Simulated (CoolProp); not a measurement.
The numbers come from the reference Helmholtz-energy equation of state, Gao 2020 in CoolProp.

Give the vapour pressure (MPa), enthalpy of vaporisation (kJ/kg), liquid conductivity (mW/(m K)) of saturated ammonia at 287.3, 300.3, 352.4 K.


```tsv
T (K)	p (MPa)	enthalpy of vaporisation (kJ/kg)	liquid conductivity (mW/(m K))
287.3	0.708	1210	517
300.3	1.07	1160	480
352.4	4.07	879	339
```

Thermal conductivity comes from a separate model (Tufeu 1984).
